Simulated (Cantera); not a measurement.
A closed system holds: 1 mol SiH4, a varied amount of C2H4, 580 mol H2, at 2198 K and 413 Torr.

Method: chemical equilibrium by Gibbs-energy minimisation in Cantera with the NASA 1993 tables (ideal gas, pure condensed phases). Candidate condensed phases: C, C6H6, C7H8, C8H18, Si, SiC; 87 gas species. Mutual solubility and eutectic melting of coexisting phases are not modelled. Gases not in the tables: Si2H6 and higher silanes. Rates play no part.

**Question.** Which condensed phases are stable at each of these points (n(C2H4) (mol)): 0.048, 0.056, 0.064, 0.074, 0.086, 0.099, 0.12, 0.13, 0.15, 0.18, 0.21, 0.24, 0.28?

**Answer.** 
```csv
n(C2H4) (mol),condensed phases,Si condensed (%)
0.048,Si(l) + SiC(s),25.6
0.056,Si(l) + SiC(s),25.6
0.064,Si(l) + SiC(s),25.6
0.074,Si(l) + SiC(s),25.6
0.086,Si(l) + SiC(s),25.6
0.099,Si(l) + SiC(s),25.6
0.12,Si(l) + SiC(s),25.6
0.13,Si(l) + SiC(s),25.6
0.15,Si(l) + SiC(s),25.6
0.18,SiC(s),29.0
0.21,SiC(s),34.5
0.24,SiC(s),39.8
0.28,SiC(s),46.5
```

From 0.048 mol C2H4 to 0.15 mol C2H4 the condensed part is Si(l) + SiC(s). From 0.18 mol C2H4 to 0.28 mol C2H4 the condensed part is SiC(s).
